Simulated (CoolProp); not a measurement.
Values from CoolProp's reference Helmholtz-energy equation of state, Lemmon and Jacobsen 2000.

Problem. For R143a, give the phase and the cv (kJ/(kg K)), Joule-Thomson coefficient (K/MPa), viscosity (µPa s), conductivity (mW/(m K)) at 18.65 °C and 0.138 MPa; 41.25 °C and 0.138 MPa; 86.65 °C and 0.138 MPa.

Solution. 
- 18.65 °C and 0.138 MPa: gas; cv 0.830, Joule-Thomson coefficient 20.3, viscosity 10.9, conductivity 14.3
- 41.25 °C and 0.138 MPa: gas; cv 0.872, Joule-Thomson coefficient 15.7, viscosity 11.7, conductivity 16.4
- 86.65 °C and 0.138 MPa: gas; cv 0.955, Joule-Thomson coefficient 10.3, viscosity 13.4, conductivity 21.1

Viscosity comes from a separate model (Klein 1997), an estimate that may be off by 10 % or more. Thermal conductivity comes from a separate model (McLinden 2000), an estimate that may be off by 10 % or more.
